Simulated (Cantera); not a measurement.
Charge: 1 mol SiH2Cl2, 31 mol NH3, 83 mol H2, 0.65 mol Cl2, at 0.390 bar.

Method: chemical equilibrium by Gibbs-energy minimisation in Cantera with the NASA 1993 tables (ideal gas, pure condensed phases). Candidate condensed phases: NH4Cl, Si, Si3N4; 28 gas species. Equilibrium is a limit: real reactors are often held back by kinetics, nucleation or transport.

Question: At 1048 K, list the 4 most abundant gas species with their mole fractions, and the condensed phases.

Answer: H2 0.877, N2 0.101, HCl 0.0225, NH3 4.37e-5. Condensed: Si3N4(s).
